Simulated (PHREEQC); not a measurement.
Make-up at 20 °C: 44 mmol/kgw CdCl2. It is in equilibrium with CO2 at log p = -1 (atm). Otherwise closed; pH follows from the charge balance.

Computed with PHREEQC (ion-association model, phreeqc.dat).

Precipitation was switched off in this run.

Problem. Estimate the pH.

Solution. pH 4.35.

Problem. In which forms is Cd present?

Solution. CdCl+ 62 %, Cd+2 30 %, CdCl2 8.5 % of the Cd.
